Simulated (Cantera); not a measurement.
Cantera run, input and output.

```python
import numpy as np
import cantera as ct

surf = ct.Interface("ptcombust.yaml", "Pt_surf")
gas = surf.adjacent["gas"]
gas.TPX = 950, 500000, {'H2': 0.0027, 'O2': 0.079, 'N2': 0.79, 'H2O': 0.014}
surf.TP = 950, 500000
reactor = ct.FlowReactor(gas, clone=False)
reactor.area = 0.0001  # m2
reactor.surface_area_to_volume_ratio = 420  # 1/m
reactor.mass_flow_rate = 0.099 * reactor.area * gas.density  # inlet velocity 0.099 m/s
reactor.energy_enabled = False
wall = ct.ReactorSurface(surf, reactor, clone=False)
net = ct.ReactorNet([reactor])
net.rtol, net.atol = 1e-8, 1e-16
show, cover = ['H2', 'O2', 'H2O'], ['PT(S)', 'H(S)', 'O(S)', 'OH(S)', 'CO(S)', 'C(S)']

rows = []
print(f"{'z/m':>9s}{'u/(m/s)':>9s}" + "".join(f"{s:>13s}" for s in show + cover))
for z in [3.4e-05, 6e-05, 0.00011, 0.00019, 0.00034, 0.0006, 0.0011, 0.0019, 0.0034]:
    net.advance(z)
    rows.append([reactor.speed, *gas[show].X, *surf[cover].coverages])
    print(f"{z:9.4g}{rows[-1][0]:9.3g}" + "".join(f"{x:13.4e}" for x in rows[-1][1:]))
```

Output:

```
      z/m  u/(m/s)           H2           O2          H2O        PT(S)         H(S)         O(S)        OH(S)        CO(S)         C(S)
  3.4e-05   0.0989   1.6685e-03   8.8566e-02   1.7200e-02   1.0594e-01   2.5169e-07   8.8906e-01   4.9834e-03   3.0339e-29   1.6739e-31
    6e-05   0.0989   1.0940e-03   8.8303e-02   1.7780e-02   1.0033e-01   2.2858e-07   8.9475e-01   4.9055e-03  -9.7796e-27  -4.9757e-29
  0.00011   0.0989   5.0752e-04   8.8036e-02   1.8372e-02   9.5029e-02   2.0739e-07   9.0013e-01   4.8287e-03   4.4503e-29   1.3216e-31
  0.00019   0.0989   1.5618e-04   8.7876e-02   1.8726e-02   9.2054e-02   1.9575e-07   9.0315e-01   4.7842e-03   8.0674e-28   4.2287e-30
  0.00034   0.0988   1.7920e-05   8.7812e-02   1.8866e-02   9.0921e-02   1.9138e-07   9.0430e-01   4.7670e-03  -2.5578e-24  -1.3280e-26
   0.0006   0.0988   4.2819e-07   8.7805e-02   1.8883e-02   9.0780e-02   1.9083e-07   9.0444e-01   4.7648e-03   8.5369e-24   4.4999e-26
   0.0011   0.0988   3.3620e-10   8.7804e-02   1.8884e-02   9.0776e-02   1.9082e-07   9.0445e-01   4.7647e-03   2.5735e-28   7.1352e-34
   0.0019   0.0988   9.3837e-12   8.7804e-02   1.8884e-02   9.0776e-02   1.9082e-07   9.0445e-01   4.7648e-03   2.1261e-28   4.3986e-34
   0.0034   0.0988   9.2329e-12   8.7805e-02   1.8884e-02   9.0776e-02   1.9082e-07   9.0445e-01   4.7648e-03  -1.9252e-28  -3.0166e-35
```

Detailed kinetics in Cantera: Deutschmann's 1995 Pt surface mechanism with GRI-Mech 3.0 gas chemistry. Catalytic surfaces can have several steady states; this one follows from the mechanism file's or the stated starting coverage. Mass transfer to the wall is taken as infinitely fast.
